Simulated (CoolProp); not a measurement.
Vapour-liquid equilibrium of toluene (1) + n-nonane (2) at 0.305 kPa; x and y are mole fractions of (1).

Values from CoolProp's multi-fluid Helmholtz-energy mixture model, Lemmon 2006 and Lemmon 2006; pair parameters Bell 2016.

### Question
Give the bubble temperature and the first vapour's composition at x = 0.75, 0.85, 0.95. Is there an azeotrope?

### Answer
x = 0.75: -13.4 °C, y = 0.959; x = 0.85: -14.4 °C, y = 0.974; x = 0.95: -15.4 °C, y = 0.990. No azeotrope shows between x = 0.05 and 0.95.

Pair parameters are fitted to limited data, so mixtures are less certain than the pure fluids.
